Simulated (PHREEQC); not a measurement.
A PHREEQC speciation (ion-association model, wateq4f.dat) at 20 °C gives pH 3.47 and these molalities:

| species | mol/kgw |
|---|---|
| Cl- | 0.199 |
| Ni+2 | 0.101 |
| SO4-2 | 0.0752 |
| NiSO4 | 0.0721 |
| Ca+2 | 0.0678 |
| CaSO4 | 0.0420 |
| NiCl+ | 0.0130 |
| NiCl2 | 0.00386 |
| HSO4- | 0.000654 |
| H+ | 0.000444 |
| Ni(SO4)2-2 | 0.000224 |
| CaHSO4+ | 0.000121 |

Problem. What are the element totals, and what could have been dissolved in 1 kg of water to give them?

Solution. This is not unique; one that fits is totals Ca 0.110, Cl 0.220, Ni 0.190, S(6) 0.191 mol/kgw, from 0.19 mol NiSO4, 0.11 mol CaCl2 and 0.00061 mol H2SO4 per kg of water.

No solid was allowed to form. The solution is supersaturated, for example in Gypsum, so a real one may precipitate; this is no full list. Complexes and solids missing from the database can't appear.
